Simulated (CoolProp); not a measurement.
Oxygen along the isobar 28.8 bar: fugacity coefficient from the reference equation and from simpler models built on Tc = -118.6 °C, pc = 50.46 bar, ω = 0.022; each cubic takes its own stable root.

Computed with CoolProp (reference Helmholtz-energy equation of state, Schmidt 1985). Above 300 K oxygen's equation is extrapolated.

| T (°C) | phase | reference | van der Waals | Redlich-Kwong | Soave-Redlich-Kwong |
|---|---|---|---|---|---|
| -161.35 | liquid | 0.2062 | 0.3817 | 0.1959 | 0.2076 |
| -138.85 | liquid | 0.6019 | 0.7486 | 0.6059 | 0.6086 |
| -116.35 | gas | 0.8217 | 0.8374 | 0.8188 | 0.8189 |
| -93.95 | gas | 0.8816 | 0.8840 | 0.8783 | 0.8794 |
| -71.45 | gas | 0.9187 | 0.9147 | 0.9155 | 0.9179 |
| -48.95 | gas | 0.9430 | 0.9360 | 0.9400 | 0.9434 |
| -26.45 | gas | 0.9597 | 0.9512 | 0.9568 | 0.9610 |
| -4.05 | gas | 0.9715 | 0.9624 | 0.9687 | 0.9734 |
| 18.45 | gas | 0.9802 | 0.9709 | 0.9773 | 0.9824 |
| 40.95 | gas | 0.9866 | 0.9774 | 0.9837 | 0.9890 |
| 63.35 | gas | 0.9914 | 0.9825 | 0.9885 | 0.9939 |
| 85.85 | gas | 0.9951 | 0.9866 | 0.9921 | 0.9976 |
